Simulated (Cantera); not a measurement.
Feed: 1 mol CH3SiCl3, 2.5 mol HCl, a varied amount of H2, at 1975 K and 1.73 Torr.

Method: chemical equilibrium by Gibbs-energy minimisation in Cantera with the NASA 1993 tables (ideal gas, pure condensed phases). Candidate condensed phases: C, C6H6, C7H8, C8H18, Si, SiC; 109 gas species. The feed counts by its element totals alone. The tables' values for SiCl, SiCl3 are old estimates; treat these amounts as uncertain. Kinetics and transport are ignored.

x: gas mole fraction; n: condensed amount in mol.

```json
[
 {"n(H2) (mol)": "2.5", "x H2": "0.387", "x HCl": "0.497", "x SiCl2": "0.0788", "x H": "0.0177", "x Cl": "0.0170", "x SiCl": "0.000904", "x Si": "0.000702", "n C(graphite)": "0.657", "n SiC(s)": "0.338"},
 {"n(H2) (mol)": "4.9", "x H2": "0.503", "x HCl": "0.419", "x SiCl2": "0.0431", "x H": "0.0202", "x Cl": "0.0126", "x SiCl": "0.000668", "x Si": "0.000702", "n C(graphite)": "0.467", "n SiC(s)": "0.525"},
 {"n(H2) (mol)": "9.5", "x H2": "0.635", "x HCl": "0.313", "x SiCl2": "0.0191", "x H": "0.0227", "x Cl": "0.00839", "x SiCl": "0.000445", "x Si": "0.000702", "n C(graphite)": "0.297", "n SiC(s)": "0.689"},
 {"n(H2) (mol)": "18", "x H2": "…", "x HCl": "…", "x SiCl2": "…", "x H": "0.0247", "x Cl": "…", "x SiCl": "0.000274", "x Si": "0.000702", "n C(graphite)": "…", "n SiC(s)": "…"},
 {"n(H2) (mol)": "36", "x H2": "0.844", "x HCl": "…", "x SiCl2": "…", "x H": "0.0262", "x Cl": "…", "x SiCl": "0.000151", "x Si": "0.000702", "n C(graphite)": "…", "n SiC(s)": "0.867"},
 {"n(H2) (mol)": "69", "x H2": "0.900", "x HCl": "0.0697", "x SiCl2": "0.000666", "x H": "0.0271", "x Cl": "0.00157", "x SiCl": "8.31e-5", "x Si": "0.000702", "n C(graphite)": "0.0226", "n SiC(s)": "0.884"},
 {"n(H2) (mol)": "130", "x H2": "0.931", "x HCl": "0.0387", "x SiCl2": "0.000213", "x H": "0.0275", "x Cl": "0.000854", "x SiCl": "4.88e-5", "x Si": "0.000756", "n C(graphite)": "0", "n SiC(s)": "0.847"},
 {"n(H2) (mol)": "260", "x H2": "0.950", "x HCl": "0.0198", "x SiCl2": "5.88e-5", "x H": "0.0278", "x Cl": "0.000434", "x SiCl": "2.66e-5", "x Si": "0.000811", "n C(graphite)": "0", "n SiC(s)": "0.733"},
 {"n(H2) (mol)": "510", "x H2": "0.960", "x HCl": "0.0102", "x SiCl2": "1.59e-5", "x H": "0.0280", "x Cl": "0.000223", "x SiCl": "1.40e-5", "x Si": "0.000830", "n C(graphite)": "0", "n SiC(s)": "0.499"},
 {"n(H2) (mol)": "980", "x H2": "0.965", "x HCl": "0.00536", "x SiCl2": "4.38e-6", "x H": "0.0280", "x Cl": "0.000116", "x SiCl": "7.36e-6", "x Si": "0.000837", "n C(graphite)": "0", "n SiC(s)": "0.0530"}
]
```

Problem. Some entries are withheld; supply them.

Solution. 
- 36, x HCl: 0.123
- 36, x SiCl2: 0.00221
- 36, x Cl: 0.00286
- 36, n C(graphite): 0.0836
- 18, x H2: 0.751
- 18, x HCl: 0.210
- 18, x SiCl2: 0.00725
- 18, x Cl: 0.00517
- 18, n C(graphite): 0.174
- 18, n SiC(s): 0.801
